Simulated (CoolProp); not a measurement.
R407C along the isotherm 205.9 K: Z from the reference equation and from simpler models built on Tc = 359.3 K, pc = 4632 kPa, ω = 0.363; each cubic takes its own stable root.

Model: reference Helmholtz-energy equation of state, Lemmon 2003, in CoolProp. It is a pseudo-pure fit of the blend.

| p (kPa) | phase | reference | van der Waals | Soave-Redlich-Kwong | Peng-Robinson |
|---|---|---|---|---|---|
| 232 | liquid | 0.008047 | 0.9435 | 0.009048 | ? |
| 463 | liquid | 0.01605 | 0.02778 | 0.01805 | 0.01602 |
| 695 | liquid | 0.02409 | 0.04165 | 0.02709 | 0.02404 |
| 926 | liquid | 0.03209 | 0.05544 | 0.03608 | 0.03203 |
| 1160 | liquid | 0.04019 | 0.06937 | 0.04518 | ? |
| 1390 | liquid | 0.04814 | 0.08303 | 0.05412 | 0.04805 |
| 1620 | liquid | ? | 0.09667 | 0.06306 | 0.05599 |
| 1850 | liquid | 0.06404 | 0.1103 | 0.07199 | 0.06392 |
| 2080 | liquid | 0.07198 | 0.1239 | 0.08092 | 0.07185 |
| 2320 | liquid | 0.08026 | 0.1380 | 0.09022 | 0.08012 |

Question: Fill in the missing entries.

Answer: 
- 232, Peng-Robinson: 0.008030
- 1160, Peng-Robinson: 0.04011
- 1620, reference: 0.05609

At some of these states van der Waals gives the other phase, because its saturation line lies elsewhere.
